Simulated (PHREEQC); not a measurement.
## Hard or scaling water: speciation

A solution holds 1.1 mmol/kgw Ca(HCO3)2, 3.2 mmol/kgw CO2 and 0.11 mmol/kgw H4SiO4, at 20 °C. Closed to the air; pH follows from the charge balance.

All values are PHREEQC results (ion-association model, phreeqc.dat), not measurements.

Precipitation was switched off in this run.

**Question.** Estimate the pH, specific conductance.

**Answer.** pH 6.19; specific conductance 187 µS/cm.

**Question.** In which forms is Ca present?

**Answer.** Ca+2 98 %, CaHCO3+ 2.0 % of the Ca.

Examples of supersaturated solids here: Quartz (slow to form). Others may be too. Species that the database lacks are ignored.
